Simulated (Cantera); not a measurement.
Input: 1 mol Ni, 2 mol H2S, 6.6 mol N2, at 1350 °C and 0.100 bar.

Cantera equilibrium calculation (NASA polynomials, part measured and part estimated; ideal gas, pure solids and liquids). Candidate condensed phases: Ni, NiS, NiS2, Ni3S2, Ni3S4, S; 17 gas species. Equilibrium is a limit: real reactors are often held back by kinetics, nucleation or transport.

Base state: N2 0.723, H2 0.188, S2 0.0568, H2S 0.0297, SH 0.00263, S 0.000115, H 9.49e-5 (mole fractions); condensed: Ni3S2(l).

### Question
What changes in the equilibrium state with this change: pressure from 0.100 bar to 0.00133 bar?

### Answer
```
species          before     after
-------------  --------  --------
N2                0.723     0.712
H2                0.188     0.210
S2               0.0568    0.0679
H2S              0.0297   0.00418
Ni              1.32e-6  0.000394
NiS             8.91e-6  0.000335
S              0.000115   0.00109
H               9.49e-5  0.000868
Ni3S2(l), mol     0.333     0.331
```

### Question
What changes in the equilibrium state with this change: temperature from 1350 °C to 775 °C?

### Answer
```json
[
 {"species": "N2", "before": "0.723", "after": "0.764"},
 {"species": "H2S", "before": "0.0297", "after": "0.146"},
 {"species": "H2", "before": "0.188", "after": "0.0857"},
 {"species": "S2", "before": "0.0568", "after": "0.00423"},
 {"species": "S", "before": "0.000115", "after": "4.68e-9"},
 {"species": "H", "before": "9.49e-5", "after": "7.15e-9"},
 {"species": "SH", "before": "0.00263", "after": "2.35e-5"},
 {"species": "Ni3S2(l), mol", "before": "0.333", "after": "0"},
 {"species": "Ni3S2(s), mol", "before": "0", "after": "0.333"}
]
```
Gases not in the tables: S3 to S7.
